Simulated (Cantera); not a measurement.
Input: 1 mol Si₃N₄, 0.69 mol H₂, equilibrated at 1252 °C and 33.0 Torr.

Cantera equilibrium calculation (NASA polynomials, part measured and part estimated; ideal gas, pure solids and liquids). Candidate condensed phases: Si, Si₃N₄; 18 gas species. Mutual solubility and eutectic melting of coexisting phases are not modelled. Kinetics and transport are ignored.

Base state: H₂ 0.998, N₂ 0.00175, H 0.000113 (mole fractions); condensed: Si(s) + Si₃N₄(s).

Problem. What changes in the equilibrium state with this change: temperature from 1252 °C to 1577 °C?

Solution. 
```json
[
 {"species": "H₂", "before": "0.998", "after": "0.556"},
 {"species": "N₂", "before": "0.00175", "after": "0.442"},
 {"species": "H", "before": "0.000113", "after": "0.00191"},
 {"species": "Si", "before": "4.29e-7", "after": "0.000147"},
 {"species": "Si₂N", "before": "6.73e-9", "after": "1.19e-5"},
 {"species": "SiH", "before": "2.61e-7", "after": "2.27e-5"},
 {"species": "SiH₂", "before": "2.05e-6", "after": "2.34e-5"},
 {"species": "Si(s), mol", "before": "0.00181", "after": "0"},
 {"species": "Si₃N₄(s), mol", "before": "0.999", "after": "0.726"},
 {"species": "Si(l), mol", "before": "0", "after": "0.822"}
]
```
Gases not in the tables: Si₂H₆ and higher silanes.
